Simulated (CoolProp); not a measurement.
Properties of isohexane along the isobar 0.942 MPa.

Computed with CoolProp (reference Helmholtz-energy equation of state, Lemmon 2006). It is a short technical equation, of lower accuracy than the large ones.

```
T (K)   phase  density (kg/m³)  cp (kJ/(kg K))  cv (kJ/(kg K))  fugacity coefficient
-----  ------  ---------------  --------------  --------------  --------------------
221.9  liquid            716.3           1.911      (withheld)             0.0003569
243.5  liquid            697.8           1.993      (withheld)              0.001780
265.1  liquid            679.0           2.083           1.597              0.006524
286.6  liquid            660.0           2.179           1.683               0.01885
308.2  liquid            640.4           2.281           1.771               0.04567
329.7  liquid       (withheld)           2.388           1.861               0.09555
351.3  liquid            598.4           2.502           1.951                0.1787
372.9  liquid            575.3           2.624           2.042                0.3041
394.4  liquid       (withheld)           2.760           2.132            (withheld)
416    liquid            521.1           2.923           2.224                0.7029
437.6     gas       (withheld)           2.544           2.274                0.8342
459.1     gas            25.41           2.564           2.345                0.8600
480.7     gas       (withheld)           2.610           2.421            (withheld)
502.3     gas            21.91           2.668           2.498                0.8977
```

Q: Fill in the missing entries.

A: 
- 221.9, cv (kJ/(kg K)): 1.436
- 243.5, cv (kJ/(kg K)): 1.514
- 329.7, density (kg/m³): 620.0
- 394.4, density (kg/m³): 550.0
- 394.4, fugacity coefficient: 0.4774
- 437.6, density (kg/m³): 27.93
- 480.7, density (kg/m³): 23.47
- 480.7, fugacity coefficient: 0.8807
